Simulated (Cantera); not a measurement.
Cantera run, input and output.

```python
import numpy as np
import cantera as ct

gas = ct.Solution("gri30.yaml")
gas.TPX = 1325, 3100, {'N2O': 1, 'O2': 0.18}
reactor = ct.IdealGasConstPressureReactor(gas, energy="off", clone=False)
net = ct.ReactorNet([reactor])
net.rtol, net.atol = 1e-08, 1e-18
show = ['N2O', 'O2', 'N2', 'O', 'NO2', 'NO']
times = np.geomspace(0.001, 100, 14)

steps = ct.SolutionArray(gas, extra=["t"])
rows = []
print(f"{'t/s':>10s}{'T/K':>9s}{'P/Pa':>11s}" + "".join(f"{s:>11s}" for s in show))
for t in times:
    while net.time < t:
        t_next = net.step()
        steps.append(gas.state, t=t_next)
    rows.append([np.interp(t, steps.t, y) for y in (steps.T, steps.P, *steps(*show).X.T)])
    print(f"{t:10.3e}{rows[-1][0]:9.1f}{rows[-1][1]:11.4g}" + "".join(f"{x:11.3e}" for x in rows[-1][2:]))
rate = np.gradient(steps.T, steps.t)
print("integrator steps:", len(steps.t))
if steps.T.max() > steps.T[0] + 200:
    print(f"time of steepest temperature rise: {steps.t[rate.argmax()]:.4e} s")
gas.TPX = 1325, 3100, {'N2O': 1, 'O2': 0.18}
gas.equilibrate("TP")
print(f"equilibrium (TP): T = {gas.T:.1f} K  " + "  ".join(f"{s} {gas[s].X[0]:.3e}" for s in show))
```

Result:

```
       t/s      T/K       P/Pa        N2O         O2         N2          O        NO2         NO
 1.000e-03   1325.0       3100  8.473e-01  1.526e-01  1.180e-04  1.051e-05  3.654e-11  1.874e-05
 2.424e-03   1325.0       3100  8.470e-01  1.526e-01  2.986e-04  1.052e-05  2.593e-10  5.022e-05
 5.878e-03   1325.0       3100  8.463e-01  1.528e-01  7.362e-04  1.052e-05  1.621e-09  1.265e-04
 1.425e-02   1325.0       3100  8.447e-01  1.532e-01  1.795e-03  1.052e-05  9.484e-09  3.111e-04
 3.455e-02   1325.0       3100  8.407e-01  1.542e-01  4.352e-03  1.052e-05  5.196e-08  7.566e-04
 8.377e-02   1325.0       3100  8.312e-01  1.565e-01  1.049e-02  1.052e-05  2.540e-07  1.826e-03
 2.031e-01   1325.0       3100  8.088e-01  1.619e-01  2.499e-02  1.052e-05  1.019e-06  4.352e-03
 4.924e-01   1325.0       3100  7.575e-01  1.742e-01  5.811e-02  1.051e-05  3.158e-06  1.012e-02
 1.194e+00   1325.0       3100  6.494e-01  2.003e-01  1.280e-01  1.049e-05  8.037e-06  2.228e-02
 2.894e+00   1325.0       3100  4.570e-01  2.468e-01  2.523e-01  1.044e-05  1.764e-05  4.388e-02
 7.017e+00   1325.0       3100  2.115e-01  3.062e-01  4.111e-01  1.023e-05  3.173e-05  7.127e-02
 1.701e+01   1325.0       3100  4.091e-02  3.477e-01  5.217e-01  8.892e-06  4.486e-05  8.967e-02
 4.125e+01   1325.0       3100  2.004e-03  3.577e-01  5.474e-01  2.522e-06  9.774e-05  9.279e-02
 1.000e+02   1325.0       3100  1.173e-05  3.583e-01  5.489e-01  9.530e-07  2.065e-04  9.266e-02
integrator steps: 1200
equilibrium (TP): T = 1325.0 K  N2O 5.643e-09  O2 4.045e-01  N2 5.950e-01  O 1.001e-06  NO2 1.346e-06  NO 5.630e-04
```

Detailed kinetics in Cantera: GRI-Mech 3.0 (53 species, 325 reactions). GRI-Mech 3.0 was tuned for natural gas; its chemistry of N2O as a main component is partial and can be far from experiment. Radical loss at walls, strong at low pressure, is not modelled. The mechanism lacks the step 2 NO + O2 → 2 NO2, which can matter for NO2 below about 1400 K. The temperature is held fixed by assumption; the heat of reaction is taken as removed at once.
